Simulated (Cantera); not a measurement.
A closed system holds: 1 mol PbO, 4.1 mol H2, 11 mol N2, held at 1.50 bar.

Equilibrium computed with Cantera from the NASA thermochemical tables; the gas is ideal and each condensed phase is pure. Candidate condensed phases: H2O, Pb, PbO, PbO2, Pb3O4; 27 gas species. Rates play no part.

Problem. Which condensed phases are stable at each of these points (T (K)): 500, 550, 600, 650, 700, 750, 800, 850, 900, 950, 1000, 1050?

Solution. 
```tsv
T (K)	condensed phases	Pb condensed (%)
500	Pb(s)	100.0
550	Pb(s)	100.0
600	Pb(s)	100.0
650	Pb(l)	100.0
700	Pb(l)	100.0
750	Pb(l)	100.0
800	Pb(l)	100.0
850	Pb(l)	100.0
900	Pb(l)	100.0
950	Pb(l)	100.0
1000	Pb(l)	100.0
1050	Pb(l)	100.0
```

From 500 K to 600 K the condensed part is Pb(s). From 650 K to 1050 K the condensed part is Pb(l).
